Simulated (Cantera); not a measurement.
Mixture: CH4 : O2 : N2 = 1 : 3.03 : 11.4 (molar parts), at 7.30 atm, adiabatic and at constant pressure. Ignition delay is the time to a rise of 400 K.

Model: GRI-Mech 3.0 (53 species, 325 reactions), integrated in Cantera.

Question: At T0 = 1500 K, what is the delay, and which 8 reactions control it most (d ln τ / d ln k, from doubling and halving each rate constant)?

Answer: The delay is 0.207 ms.
```
reaction                  d ln τ / d ln k   faster rate
------------------------  ---------------  ------------
CH3 + O2 <=> CH3O + O               -0.46   shortens it
2 CH3 (+M) <=> C2H6 (+M)             0.43  lengthens it
H + O2 <=> O + OH                   -0.32   shortens it
CH3 + HO2 <=> CH3O + OH             -0.29   shortens it
CH4 + H <=> CH3 + H2                 0.23  lengthens it
CH3 + O2 <=> CH2O + OH              -0.19   shortens it
CH2O + O2 <=> HCO + HO2             -0.16   shortens it
CH4 + OH <=> CH3 + H2O               0.11  lengthens it
```
